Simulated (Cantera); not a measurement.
## Hydrocarbon pyrolysis for carbon deposition

A perfectly stirred reactor is fed with C2H6 : N2 = 1 : 1.2 (molar parts), at 0.158 Torr; it is held at 1275 K, and followed from long to short residence time.

Model: GRI-Mech 3.0 (53 species, 325 reactions), integrated in Cantera. GRI-Mech 3.0 stops at C3 and has no aromatics, soot or wall deposition, so with more carbon than oxygen in the feed, carbon stays in small species such as C2H2 where larger ones or solid carbon would form. Radical loss at walls, strong at low pressure, is not modelled.

```json
[
 {"τ (s)": "0.68", "x C2H6": "0.222", "x H2": "0.0973", "x C2H2": "0.0126", "x CH2": "9.31e-7", "x CH4": "0.0804", "x C2H4": "0.111"},
 {"τ (s)": "0.32", "x C2H6": "0.320", "x H2": "0.0593", "x C2H2": "0.00367", "x CH2": "8.30e-7", "x CH4": "0.0383", "x C2H4": "0.0699"},
 {"τ (s)": "0.15", "x C2H6": "0.397", "x H2": "0.0265", "x C2H2": "0.000593", "x CH2": "5.27e-7", "x CH4": "0.0128", "x C2H4": "0.0308"},
 {"τ (s)": "0.073", "x C2H6": "0.435", "x H2": "0.00920", "x C2H2": "5.84e-5", "x CH2": "2.39e-7", "x CH4": "0.00347", "x C2H4": "0.0103"},
 {"τ (s)": "0.035", "x C2H6": "0.449", "x H2": "0.00234", "x C2H2": "3.29e-6", "x CH2": "8.08e-8", "x CH4": "0.000860", "x C2H4": "0.00249"},
 {"τ (s)": "0.016", "x C2H6": "0.453", "x H2": "0.000377", "x C2H2": "8.74e-8", "x CH2": "2.14e-8", "x CH4": "0.000209", "x C2H4": "0.000388"},
 {"τ (s)": "0.0078", "x C2H6": "0.454", "x H2": "5.32e-5", "x C2H2": "2.20e-9", "x CH2": "5.10e-9", "x CH4": "5.69e-5", "x C2H4": "5.48e-5"},
 {"τ (s)": "0.0037", "x C2H6": "0.454", "x H2": "6.05e-6", "x C2H2": "4.68e-11", "x CH2": "8.81e-10", "x CH4": "1.39e-5", "x C2H4": "6.39e-6"},
 {"τ (s)": "0.0018", "x C2H6": "0.454", "x H2": "6.89e-7", "x C2H2": "1.48e-12", "x CH2": "1.32e-10", "x CH4": "3.43e-6", "x C2H4": "7.68e-7"}
]
```
x: mole fraction; the columns are a selection and need not sum to one.
